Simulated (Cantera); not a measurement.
Charge: 1 mol MgCl2, 2.6 mol O2, 67 mol H2, 0.007 mol H2O, held at 14000 Pa.

Equilibrium computed with Cantera from the NASA thermochemical tables; the gas is ideal and each condensed phase is pure. Candidate condensed phases: H2O, Mg, MgCl2, MgO, Mg(OH)2; 22 gas species. The tables' values for MgH are old estimates; treat these amounts as uncertain. Equilibrium is a limit: real reactors are often held back by kinetics, nucleation or transport.

x: gas mole fraction; n: condensed amount in mol.

| T (°C) | x H2 | x H2O | x HCl | x H | x Mg | x MgCl2 | x MgCl | n MgO(s) |
|---|---|---|---|---|---|---|---|---|
| 1225 | 0.909 | 0.0619 | 0.0293 | 4.38e-5 | 9.99e-8 | 7.66e-5 | 3.90e-8 | 0.995 |
| 1275 | 0.909 | 0.0620 | 0.0292 | … | … | … | … | 0.993 |
| 1325 | 0.909 | 0.0620 | 0.0291 | 0.000136 | 1.13e-6 | 0.000152 | 2.68e-7 | 0.990 |
| 1375 | 0.909 | 0.0621 | 0.0290 | 0.000227 | 3.40e-6 | 0.000206 | 6.42e-7 | 0.986 |
| 1425 | 0.908 | 0.0621 | 0.0288 | 0.000368 | 9.54e-6 | 0.000273 | 1.45e-6 | 0.981 |
| 1475 | 0.908 | 0.0622 | 0.0287 | 0.000582 | 2.52e-5 | 0.000355 | 3.13e-6 | 0.974 |
| 1525 | 0.908 | 0.0623 | 0.0285 | 0.000897 | 6.29e-5 | 0.000453 | 6.43e-6 | 0.964 |
| 1575 | 0.907 | 0.0625 | 0.0282 | … | … | … | … | 0.950 |
| 1625 | 0.906 | 0.0628 | 0.0279 | 0.00199 | 0.000336 | 0.000695 | 2.38e-5 | 0.928 |
| 1675 | 0.905 | 0.0633 | 0.0276 | 0.00287 | 0.000723 | 0.000836 | 4.32e-5 | 0.890 |
| 1725 | 0.902 | 0.0642 | 0.0272 | 0.00407 | 0.00148 | 0.000984 | 7.51e-5 | 0.824 |
| 1775 | 0.898 | 0.0656 | 0.0267 | 0.00567 | 0.00290 | 0.00113 | 0.000125 | 0.711 |

### Question
What belongs in the gaps?

### Answer

- 1275, x H: 7.84e-5
- 1275, x Mg: 3.50e-7
- 1275, x MgCl2: 0.000109
- 1275, x MgCl: 1.06e-7
- 1575, x H: 0.00135
- 1575, x Mg: 0.000149
- 1575, x MgCl2: 0.000566
- 1575, x MgCl: 1.26e-5
